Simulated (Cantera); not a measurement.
A Cantera script and its output.

```python
import numpy as np
import cantera as ct

gas = ct.Solution("h2o2.yaml")
gas.TPX = 523, 310000, {'H2': 1, 'O2': 0.238, 'N2': 0.895}
flame = ct.FreeFlame(gas, width=0.018)
flame.set_refine_criteria(ratio=3, slope=0.08, curve=0.16)
flame.transport_model = "mixture-averaged"
flame.solve(loglevel=0, auto=True)
z, T = flame.grid, flame.T
thick = (T[-1] - T[0]) / np.gradient(T, z).max()
show = ['H2', 'O2', 'O', 'H2O2', 'OH', 'H2O']
print(f"laminar burning velocity  {flame.velocity[0] * 100:.3f} cm/s")
print(f"burnt temperature         {T[-1]:.1f} K")
print(f"thermal thickness         {thick * 1e3:.4f} mm")
print(f"grid points               {len(z)}")
z0 = z[flame.heat_release_rate.argmax()]
print(f"{'z/mm':>9s}{'T/K':>9s}{'u/(m/s)':>9s}" + "".join(f"{s:>11s}" for s in show))
rows = []
for k in (-3, -2, -1.5, -1, -0.5, -0.25, 0, 0.25, 0.5, 1, 2, 4, 8):
    zz = z0 + k * thick
    rows.append([k * thick, np.interp(zz, z, T), np.interp(zz, z, flame.velocity),
                 *(np.interp(zz, z, flame.X[gas.species_index(s)]) for s in show)])
    print(f"{rows[-1][0] * 1e3:9.3f}{rows[-1][1]:9.1f}{rows[-1][2]:9.3f}" + "".join(f"{x:11.3e}" for x in rows[-1][3:]))
```

Result:

```
laminar burning velocity  724.296 cm/s
burnt temperature         2198.6 K
thermal thickness         0.0991 mm
grid points               115
     z/mm      T/K  u/(m/s)         H2         O2          O       H2O2         OH        H2O
   -0.297    523.0    7.243  4.688e-01  1.116e-01  1.108e-13  5.386e-14  2.284e-15  2.037e-11
   -0.198    523.0    7.243  4.688e-01  1.116e-01  1.310e-11  6.032e-12  2.700e-13  1.754e-09
   -0.149    523.0    7.243  4.688e-01  1.116e-01  3.942e-10  1.937e-10  8.171e-12  4.191e-08
   -0.099    523.5    7.247  4.686e-01  1.116e-01  2.169e-08  1.619e-08  8.346e-10  2.347e-06
   -0.050    568.9    7.786  4.608e-01  1.121e-01  1.156e-05  1.352e-05  7.397e-05  1.605e-03
   -0.025    853.8   11.337  4.247e-01  1.044e-01  2.661e-04  4.254e-05  8.445e-04  2.648e-02
    0.000   1259.5   16.277  3.512e-01  7.405e-02  1.782e-03  9.679e-06  1.768e-03  9.481e-02
    0.025   1544.9   19.788  2.799e-01  3.133e-02  2.485e-03  2.175e-06  3.253e-03  1.772e-01
    0.050   1688.1   21.533  2.487e-01  9.506e-03  1.550e-03  1.098e-06  3.700e-03  2.195e-01
    0.099   1809.6   22.939  2.420e-01  1.088e-03  7.548e-04  5.591e-07  3.807e-03  2.374e-01
    0.198   1916.5   24.116  2.491e-01  2.195e-04  4.671e-04  3.036e-07  3.562e-03  2.414e-01
    0.396   2012.6   25.144  2.571e-01  1.071e-04  2.530e-04  1.559e-07  2.935e-03  2.442e-01
    0.793   2088.8   25.941  2.635e-01  4.755e-05  1.135e-04  7.463e-08  2.134e-03  2.467e-01
```

Detailed kinetics in Cantera: the H2/O2 subset of GRI-Mech 3.0, which has no nitrogen chemistry. The hydrogen kinetics of GRI-Mech 3.0 are dated; newer H2 mechanisms differ, most at raised pressure. Burning velocities carry a grid error of a few per cent, more on coarse grids.
